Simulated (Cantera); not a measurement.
A closed system holds: 1 mol AlN, 0.28 mol H2O, 1.3 mol H2, equilibrated at 1.33 mbar.

These are equilibrium values from Cantera (NASA tables, ideal gas, pure condensed phases), not measurements of a reactor. Candidate condensed phases: Al, AlN, Al2O3, H2O; 35 gas species. Mutual solubility and eutectic melting of coexisting phases are not modelled. Kinetics and transport are ignored.

x: gas mole fraction; n: condensed amount in mol.

```json
[
 {"T (K)": "1050", "x H2": "0.944", "x N2": "0.0558", "x H": "2.16e-7", "x Al": "<1e-12", "x Al2O": "<1e-12", "x AlH": "<1e-12", "x AlOH": "<1e-12", "n AlN(s)": "0.813", "n Al2O3(s)": "0.0933"},
 {"T (K)": "1100", "x H2": "0.944", "x N2": "0.0558", "x H": "6.88e-7", "x Al": "<1e-12", "x Al2O": "<1e-12", "x AlH": "<1e-12", "x AlOH": "<1e-12", "n AlN(s)": "0.813", "n Al2O3(s)": "0.0933"},
 {"T (K)": "1150", "x H2": "0.944", "x N2": "0.0558", "x H": "1.99e-6", "x Al": "<1e-12", "x Al2O": "<1e-12", "x AlH": "<1e-12", "x AlOH": "<1e-12", "n AlN(s)": "0.813", "n Al2O3(s)": "0.0933"},
 {"T (K)": "1200", "x H2": "0.944", "x N2": "0.0558", "x H": "?", "x Al": "?", "x Al2O": "<1e-12", "x AlH": "?", "x AlOH": "5.42e-12", "n AlN(s)": "0.813", "n Al2O3(s)": "0.0933"},
 {"T (K)": "1250", "x H2": "0.944", "x N2": "0.0558", "x H": "1.29e-5", "x Al": "1.92e-10", "x Al2O": "<1e-12", "x AlH": "2.64e-11", "x AlOH": "3.54e-11", "n AlN(s)": "0.813", "n Al2O3(s)": "0.0933"},
 {"T (K)": "1300", "x H2": "0.944", "x N2": "0.0558", "x H": "2.94e-5", "x Al": "2.05e-9", "x Al2O": "1.31e-11", "x AlH": "2.15e-10", "x AlOH": "1.99e-10", "n AlN(s)": "0.813", "n Al2O3(s)": "0.0933"},
 {"T (K)": "1350", "x H2": "0.944", "x N2": "0.0558", "x H": "6.34e-5", "x Al": "1.83e-8", "x Al2O": "2.17e-10", "x AlH": "1.50e-9", "x AlOH": "9.83e-10", "n AlN(s)": "0.813", "n Al2O3(s)": "0.0933"},
 {"T (K)": "1400", "x H2": "0.944", "x N2": "0.0558", "x H": "0.000129", "x Al": "1.40e-7", "x Al2O": "2.91e-9", "x AlH": "9.07e-9", "x AlOH": "4.32e-9", "n AlN(s)": "0.813", "n Al2O3(s)": "0.0933"},
 {"T (K)": "1450", "x H2": "0.944", "x N2": "0.0558", "x H": "0.000252", "x Al": "9.24e-7", "x Al2O": "3.26e-8", "x AlH": "4.83e-8", "x AlOH": "1.71e-8", "n AlN(s)": "0.813", "n Al2O3(s)": "0.0933"},
 {"T (K)": "1500", "x H2": "0.944", "x N2": "0.0558", "x H": "?", "x Al": "?", "x Al2O": "?", "x AlH": "?", "x AlOH": "6.17e-8", "n AlN(s)": "0.813", "n Al2O3(s)": "0.0933"},
 {"T (K)": "1550", "x H2": "0.943", "x N2": "0.0558", "x H": "0.000838", "x Al": "2.79e-5", "x Al2O": "2.54e-6", "x AlH": "9.89e-7", "x AlOH": "2.04e-7", "n AlN(s)": "0.813", "n Al2O3(s)": "0.0933"},
 {"T (K)": "1600", "x H2": "0.943", "x N2": "0.0558", "x H": "0.00145", "x Al": "0.000130", "x Al2O": "1.81e-5", "x AlH": "3.87e-6", "x AlOH": "6.25e-7", "n AlN(s)": "0.813", "n Al2O3(s)": "0.0933"},
 {"T (K)": "1650", "x H2": "0.941", "x N2": "0.0560", "x H": "0.00241", "x Al": "0.000554", "x Al2O": "0.000114", "x AlH": "1.39e-5", "x AlOH": "1.78e-6", "n AlN(s)": "0.812", "n Al2O3(s)": "0.0933"},
 {"T (K)": "1700", "x H2": "0.936", "x N2": "0.0569", "x H": "0.00390", "x Al": "0.00214", "x Al2O": "0.000641", "x AlH": "4.59e-5", "x AlOH": "4.76e-6", "n AlN(s)": "0.808", "n Al2O3(s)": "0.0930"}
]
```

Q: Complete the blanks.

A: 
- 1500, x H: 0.000468
- 1500, x Al: 5.38e-6
- 1500, x Al2O: 3.10e-7
- 1500, x AlH: 2.30e-7
- 1200, x H: 5.25e-6
- 1200, x Al: 1.47e-11
- 1200, x AlH: 2.72e-12
